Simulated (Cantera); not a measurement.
A closed system holds: 1 mol Si, 1.4 mol Cl2, 0.49 mol H2, held at 1.00 bar.

Cantera equilibrium calculation (NASA polynomials, part measured and part estimated; ideal gas, pure solids and liquids). Candidate condensed phases: Si; 19 gas species. The tables' values for SiCl3 are old estimates; treat these amounts as uncertain. The numbers say what is thermodynamically allowed, not how fast it happens. All values below are at 450 °C.

Base state: SiCl4 0.508, H2 0.357, SiHCl3 0.132, SiH2Cl2 0.00238, HCl 0.000411, SiCl3 2.74e-5 (mole fractions); condensed: Si(s).

Task: What changes in the equilibrium state with this change: Cl2 from 1.4 to 3 mol?

Result: 
```
species       before  after
----------  --------  -----
SiCl4          0.508  0.402
HCl         0.000411  0.394
Cl2            <1e-9  0.205
H2             0.357  <1e-9
SiHCl3         0.132  <1e-9
SiH2Cl2      0.00238  <1e-9
SiCl3        2.74e-5  <1e-9
Si(s), mol     0.261      0
```
